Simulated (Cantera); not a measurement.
A Cantera script and its output.

```python
import numpy as np
import cantera as ct

gas = ct.Solution("gri30.yaml")
gas.TPX = 700, 101325, {'H2': 1, 'O2': 0.714, 'N2': 2.69}
inlet = ct.Reservoir(gas, clone=True)
gas.equilibrate("HP")  # start burning
reactor = ct.IdealGasConstPressureReactor(gas, energy="on", clone=False)
exhaust = ct.Reservoir(gas, clone=True)
tau = [0.068, 0.036, 0.019, 0.01, 0.0054, 0.0029, 0.0015, 0.00081, 0.00043, 0.00023, 0.00012, 6.4e-05][0]
for a, b in ((inlet, reactor), (reactor, exhaust)):
    ct.MassFlowController(a, b, mdot=lambda t: reactor.mass / tau)
net = ct.ReactorNet([reactor])
show = ['H2', 'O2', 'O', 'H', 'NO', 'NO2']

rows = []
print(f"{'tau/s':>10s}{'T/K':>9s}" + "".join(f"{s:>11s}" for s in show))
for tau in [0.068, 0.036, 0.019, 0.01, 0.0054, 0.0029, 0.0015, 0.00081, 0.00043, 0.00023, 0.00012, 6.4e-05]:
    net.initial_time = 0.0
    net.advance(30 * tau)
    before = gas.X
    net.advance(40 * tau)
    drift = np.max(np.abs(gas.X - before) / (gas.X + 1e-9))
    rows.append([gas.T, *gas[show].X, drift])
    print(f"{tau:10.3e}{gas.T:9.1f}" + "".join(f"{x:11.3e}" for x in gas[show].X))
```

Result:

```
     tau/s      T/K         H2         O2          O          H         NO        NO2
 6.800e-02   2296.9  2.458e-03  5.157e-02  1.212e-03  5.181e-04  3.320e-03  1.820e-06
 3.600e-02   2295.9  2.631e-03  5.206e-02  1.305e-03  5.751e-04  2.260e-03  1.225e-06
 1.900e-02   2292.1  2.939e-03  5.243e-02  1.461e-03  6.805e-04  1.444e-03  7.631e-07
 1.000e-02   2283.5  3.493e-03  5.267e-02  1.736e-03  8.848e-04  9.036e-04  4.535e-07
 5.400e-03   2268.1  4.403e-03  5.283e-02  2.190e-03  1.265e-03  5.790e-04  2.657e-07
 2.900e-03   2242.8  5.864e-03  5.302e-02  2.938e-03  1.988e-03  3.680e-04  1.470e-07
 1.500e-03   2201.8  8.143e-03  5.338e-02  4.148e-03  3.387e-03  2.207e-04  7.318e-08
 8.100e-04   2147.9  1.096e-02  5.400e-02  5.722e-03  5.596e-03  1.336e-04  3.696e-08
 4.300e-04   2075.6  1.443e-02  5.502e-02  7.775e-03  9.114e-03  8.308e-05  1.954e-08
 2.300e-04   1987.2  1.821e-02  5.651e-02  1.013e-02  1.411e-02  5.866e-05  1.222e-08
 1.200e-04   1879.3  2.228e-02  5.867e-02  1.267e-02  2.104e-02  4.535e-05  8.719e-09
 6.400e-05   1762.6  2.646e-02  6.158e-02  1.482e-02  2.919e-02  3.496e-05  6.443e-09
```

Cantera simulation using GRI-Mech 3.0 (53 species, 325 reactions); the numbers are that mechanism's predictions, not measurements.
